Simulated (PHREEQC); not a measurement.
Dissolve 10 mmol/kgw H2SiF6 at 20 °C. Closed to the air; pH follows from the charge balance.

Equilibrium calculation in PHREEQC: ion-association model, phreeqc.dat.

Precipitation was switched off in this run.

Task: What pH does the model give?

Result: pH 1.78.

Task: In which forms is F present?

Result: SiF6-2 93 %, HF 6.9 % of the F.

Saturation is exceeded, for instance for Quartz (slow to form), Chalcedony (slow to form); the values hold only as long as no solid forms. SiF6-2 is the database's only silicon fluoride.
